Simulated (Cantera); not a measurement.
Input: 1 mol Si(CH₃)₄, 1.5 mol HCl, 1.5 mol H₂, 0.031 mol C₂H₄, held at 2450 K and 4300 Pa.

Method: chemical equilibrium by Gibbs-energy minimisation in Cantera with the NASA 1993 tables (ideal gas, pure condensed phases). Candidate condensed phases: C, C₆H₆, C₇H₈, C₈H₁₈, Si, SiC; 109 gas species. The tables' values for SiCl, SiCl₃ are old estimates; treat these amounts as uncertain. Gases not in the tables: Si₂H₆ and higher silanes. The numbers say what is thermodynamically allowed, not how fast it happens.

Base state: H₂ 0.741, HCl 0.127, H 0.0834, Si 0.0160, Cl 0.0102, SiCl₂ 0.00711, C₂H₂ (acetylene) 0.00646, SiC₂ 0.00359 (mole fractions); condensed: C(graphite) + SiC(s).

### Question
What changes in the equilibrium state with this change: temperature from 2450 K to 1075 K?

### Answer
| species | before | after |
|---|---|---|
| H₂ | 0.741 | 0.853 |
| HCl | 0.127 | 0.138 |
| SiCl₄ | 1.79e-8 | 0.00677 |
| H | 0.0834 | 6.54e-8 |
| Si | 0.0160 | <1e-9 |
| Cl | 0.0102 | 9.55e-9 |
| SiC₂ | 0.00359 | <1e-9 |
| SiCl | 0.00247 | <1e-9 |
| Si₂C | 0.00201 | <1e-9 |
| C₂H₂ (acetylene) | 0.00646 | 6.42e-9 |
| SiH | 0.000816 | <1e-9 |
| C(graphite), mol | 3.18 | 3.12 |
| SiC(s), mol | 0.665 | 0.933 |
The tables' values for SiCl₃ are old estimates; treat these amounts as uncertain.
